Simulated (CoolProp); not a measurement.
Vapour-liquid equilibrium of cyclohexane (1) + n-nonane (2) at 0.272 MPa; x and y are mole fractions of (1).

Model: multi-fluid Helmholtz-energy mixture model, Zhou 2014 and Lemmon 2006; pair parameters Bell 2016, in CoolProp.

Problem. Give the bubble temperature and the first vapour's composition at x = 0.35, 0.65, 0.95. Is there an azeotrope?

Solution. x = 0.35: 428.2 K, y = 0.703; x = 0.65: 407.6 K, y = 0.906; x = 0.95: 392.7 K, y = 0.992. No azeotrope shows between x = 0.05 and 0.95.

The pair parameters rest on a limited set of measurements; away from them the model extrapolates.
